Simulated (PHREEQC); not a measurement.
Dissolve 4.4e-05 mol Ca(HCO3)2, 0.0039 mol CO2 and 5e-05 mol NaCl per kg of water at 18 °C. Closed to the air; pH follows from the charge balance.

Equilibrium calculation in PHREEQC: ion-association model, phreeqc.dat.

- pH: 4.82
- ionic strength: 0.000198 mol/kgw
- total alkalinity: 0.0880 meq/kg

```json
[
 {"species": "CO2", "molality": "0.00388", "activity": "0.00388", "log γ": "0.000"},
 {"species": "HCO3-", "molality": "0.000103", "activity": "0.000102", "log γ": "-0.007"},
 {"species": "Cl-", "molality": "5.00e-5", "activity": "4.92e-5", "log γ": "-0.007"},
 {"species": "Na+", "molality": "5.00e-5", "activity": "4.92e-5", "log γ": "-0.007"},
 {"species": "Ca+2", "molality": "4.39e-5", "activity": "4.12e-5", "log γ": "-0.028"},
 {"species": "H+", "molality": "1.56e-5", "activity": "1.53e-5", "log γ": "-0.007"},
 {"species": "(CO2)2", "molality": "2.18e-7", "activity": "2.18e-7", "log γ": "0.000"},
 {"species": "CaHCO3+", "molality": "4.81e-8", "activity": "4.73e-8", "log γ": "-0.007"},
 {"species": "NaHCO3", "molality": "2.94e-9", "activity": "2.94e-9", "log γ": "0.000"}
]
```

This is a speciation only: nothing precipitates in the calculation.
